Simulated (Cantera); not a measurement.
Charge: 1 mol SiH4, 0.03 mol C3H8, 43 mol H2, at 6.08 Torr.

Method: chemical equilibrium by Gibbs-energy minimisation in Cantera with the NASA 1993 tables (ideal gas, pure condensed phases). Candidate condensed phases: C, C6H6, C7H8, C8H18, Si, SiC; 87 gas species. Mutual solubility and eutectic melting of coexisting phases are not modelled. Gases not in the tables: Si2H6 and higher silanes. The numbers say what is thermodynamically allowed, not how fast it happens.

x: gas mole fraction; n: condensed amount in mol.

```tsv
T (K)	x H2	x H	x Si	x Si2C	x SiH	n Si(l)	n SiC(s)
1725	0.998	0.00206	0.000125	8.77e-7	1.61e-5	0.903	0.0900
1800	0.996	0.00397	0.000392	4.16e-6	4.02e-5	0.889	0.0898
1875	0.991	0.00725	0.00112	1.74e-5	9.29e-5	0.851	0.0892
1950	0.984	0.0126	0.00294	6.49e-5	0.000201	0.757	0.0869
2025	0.971	?	?	?	?	?	?
2100	0.948	?	0.0165	?	?	?	?
2175	0.928	0.0523	0.0174	0.000938	0.000703	0	0.0316
2250	0.901	0.0783	0.0181	0.000808	0.000624	0	0
2325	0.866	0.114	0.0186	0.000435	0.000548	0	0
```

Question: What belongs in the gaps?

Answer: 
- 2025, x H: 0.0211
- 2025, x Si: 0.00719
- 2025, x Si2C: 0.000219
- 2025, x SiH: 0.000408
- 2025, n Si(l): 0.536
- 2025, n SiC(s): 0.0795
- 2100, x H: 0.0337
- 2100, x Si2C: 0.000674
- 2100, x SiH: 0.000783
- 2100, n Si(l): 0.0389
- 2100, n SiC(s): 0.0571
